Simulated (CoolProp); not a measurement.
R141b along the isobar 1.57 MPa: density (kg/m³) from the reference equation and from simpler models built on Tc = 204.4 °C, pc = 4.212 MPa, ω = 0.220; each cubic takes its own stable root.

Model: reference Helmholtz-energy equation of state, Lemmon 2006, in CoolProp. It is a short technical equation, of lower accuracy than the large ones.

```csv
T (°C),phase,reference
-14.25,liquid,1310
5.75,liquid,1273
25.85,liquid,1235
45.95,liquid,1196
66.05,liquid,1154
86.15,liquid,1110
106.25,liquid,1061
126.35,liquid,1006
146.45,gas,69.11
166.55,gas,62.14
186.65,gas,57.09
206.75,gas,53.12
226.85,gas,49.85
```

Question: How far does each simpler model (van der Waals, Soave-Redlich-Kwong) lie from the reference over these 13 states: mean and median of the absolute difference, and the worst?

Answer: 
- van der Waals: mean 29.3 %, median 38.7 %, worst -93.1 % at 126.35 °C and 1.57 MPa
- Soave-Redlich-Kwong: mean 5.6 %, median 8.1 %, worst -11.3 % at 126.35 °C and 1.57 MPa

At some of these states van der Waals gives the other phase, because its saturation line lies elsewhere.
